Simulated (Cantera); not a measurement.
Input (Python, Cantera):

```python
import numpy as np
import cantera as ct

gas = ct.Solution("gri30.yaml")


def delay(T, t_max=10):
    gas.TPX = T, 101325, {'CO': 1, 'H2': 0.048, 'CH4': 0.074, 'O2': 0.448, 'N2': 1.68}
    reactor = ct.IdealGasConstPressureReactor(gas, clone=False)
    net = ct.ReactorNet([reactor])
    net.rtol, net.atol = 1e-8, 1e-16
    while net.time < t_max:
        t_old, T_old = net.time, reactor.T
        net.step()
        if reactor.T > T + 400:  # ignition: a rise of 400 K
            return t_old + (T + 400 - T_old) / (reactor.T - T_old) * (net.time - t_old)
    return np.nan


taus = []
for T in [1098, 1198, 1298, 1398, 1498, 1598, 1698, 1798]:
    taus.append(delay(T))
    print(f"T0 = {T:6g} K   tau = {taus[-1]:.4e} s")
```

Output:

```
T0 =   1098 K   tau = 1.3757e-03 s
T0 =   1198 K   tau = 5.5219e-04 s
T0 =   1298 K   tau = 2.7212e-04 s
T0 =   1398 K   tau = 1.5897e-04 s
T0 =   1498 K   tau = 1.0527e-04 s
T0 =   1598 K   tau = 7.5677e-05 s
T0 =   1698 K   tau = 5.7764e-05 s
T0 =   1798 K   tau = 4.6670e-05 s
```

Detailed kinetics in Cantera: GRI-Mech 3.0 (53 species, 325 reactions). Where the delays flatten at high temperature, the 400 K rule measures the pace of heat release, not the induction time.
